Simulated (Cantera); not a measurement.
Cantera run:

```python
import numpy as np
import cantera as ct

gas_names = """
    Pb O2
""".split()
cond_names = """
    PbO(rd) PbO(yw) PbO(L)
""".split()


def load(file, names, dense=False):
    # The tables refer to 1 bar. Condensed volumes are neglected.
    table = {s.name: s for s in ct.Species.list_from_file(file)}
    out = []
    for n in names:
        d = dict(table[n].input_data)
        d["thermo"] = dict(d["thermo"], **{"reference-pressure": 1e5})
        if dense:
            d["equation-of-state"] = {"model": "constant-volume", "density": "1e6 g/cm^3"}
        out.append(ct.Species.from_dict(d))
    return out


species = {s.name: s for s in load("nasa_gas.yaml", gas_names) + load("nasa_condensed.yaml", cond_names)}
# Each term lists the table entries of one substance; the one whose range holds T is used.
reactions = {
    '2 Pb(g) + O2(g) = 2 PbO':
        [(-2, ['Pb']), (-1, ['O2']), (2, ['PbO(rd)', 'PbO(yw)', 'PbO(L)'])],
}


def pick(names, T):
    return next(species[n] for n in names if species[n].thermo.min_temp <= T <= species[n].thermo.max_temp)


results = []
for label, terms in reactions.items():
    print(label)
    print("     T/K   dH/kJ  dS/(J/K)   dG/kJ   log10 K")
    for T in [948, 1048, 1148, 1248, 1348, 1448, 1548, 1648, 1748, 1848]:
        used = [(nu, pick(names, T)) for nu, names in terms]
        dH = sum(nu * s.thermo.h(T) for nu, s in used) / 1e6
        dS = sum(nu * s.thermo.s(T) for nu, s in used) / 1e3
        dG = dH - T * dS / 1e3
        logK = -dG * 1e6 / (ct.gas_constant * T * np.log(10))
        results.append((label, T, dH, dS, dG, logK, [s.name for _, s in used]))
        print(f"{T:8g} {dH:8.1f} {dS:8.1f} {dG:8.1f} {logK:8.2f}")
```

Result:

```
2 Pb(g) + O2(g) = 2 PbO
     T/K   dH/kJ  dS/(J/K)   dG/kJ   log10 K
     948   -806.6   -384.9   -441.8    24.34
    1048   -802.7   -380.9   -403.5    20.11
    1148   -798.6   -377.2   -365.6    16.64
    1248   -742.4   -328.8   -332.0    13.90
    1348   -737.2   -324.8   -299.4    11.60
    1448   -732.0   -321.1   -267.1     9.63
    1548   -727.0   -317.8   -235.1     7.93
    1648   -722.1   -314.7   -203.5     6.45
    1748   -717.4   -311.9   -172.2     5.14
    1848   -712.8   -309.4   -141.1     3.99
```

Source: NASA polynomial tables (part measured, part estimated), evaluated in Cantera. Condensed species are held in their standard states even where they would react or evaporate.
